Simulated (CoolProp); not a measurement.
Model: reference Helmholtz-energy equation of state, Lemmon 2006, in CoolProp. It is a short technical equation, of lower accuracy than the large ones.

Question: Give the vapour pressure (bar), vapour density (kg/m³), enthalpy of vaporisation (kJ/kg), liquid cp (kJ/(kg K)) of saturated neopentane at 360.7, 369.2 K.

Answer: 
| T (K) | p (bar) | vapour density (kg/m³) | enthalpy of vaporisation (kJ/kg) | liquid cp (kJ/(kg K)) |
|---|---|---|---|---|
| 360.7 | 8.67 | 26.1 | 240 | 2.77 |
| 369.2 | 10.3 | 31.5 | 229 | 2.85 |
